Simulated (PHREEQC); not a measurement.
# Acid rinse or clean: speciation

A solution holds 9.7 mmol/kgw HCl, 0.5 mmol/kgw CdSO4 and 0.72 mmol/kgw MgCl2, at 25 °C. Closed to the air; pH follows from the charge balance.

The numbers come from PHREEQC with the ion-association model, wateq4f.dat.

No solid was allowed to form.

### Question
What pH does the model give?

### Answer
pH 2.06.

### Question
In which forms is Cl present?

### Answer
Cl- 98 %, CdCl+ 1.7 % of the Cl.

Complexes and solids missing from the database can't appear.
